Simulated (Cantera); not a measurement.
Tantalum, niobium, vanadium and zirconium in process gases: Ta + CH4 + H2

Charge: 1 mol Ta, 0.47 mol CH4, 280 mol H2, at 1873.15 K and 165 Torr.

Cantera equilibrium calculation (NASA polynomials, part measured and part estimated; ideal gas, pure solids and liquids). Candidate condensed phases: C, C6H6, C7H8, C8H18, Ta, TaC; 77 gas species. Mutual solubility and eutectic melting of coexisting phases are not modelled. TaC: taken at fixed stoichiometry. Condensed phases not in the tables: Ta2C, N, O or C dissolved in the metal. Equilibrium is a limit: real reactors are often held back by kinetics, nucleation or transport.

- x(H2): 0.999
- x(H): 0.00138
- n(Ta(s)): 0.530 mol
- n(TaC(s)): 0.470 mol
- gas amount: 281.1 mol
- log10 activity of C(graphite) (absent): -3.91
